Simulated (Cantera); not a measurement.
Mixture: CH4 : CO : O2 : N2 = 1 : 0.31 : 4.14 : 15.6 (molar parts), equivalence ratio 0.52, at 2.10 bar, adiabatic and at constant volume. Ignition delay is the time to a rise of 400 K.

Detailed kinetics in Cantera: GRI-Mech 3.0 (53 species, 325 reactions).

Q: What does this change do: O2 4.14 to 1.7 parts?

A: 
```csv
quantity,before,after
delay at 1100 K,81.5 ms,0.365 s
delay at 1300 K,4.56 ms,19.3 ms
delay at 1500 K,0.495 ms,1.62 ms
delay at 1700 K,99.3 µs,0.226 ms
apparent activation energy between 1600 and 1800 K,160 kJ/mol,200 kJ/mol
```
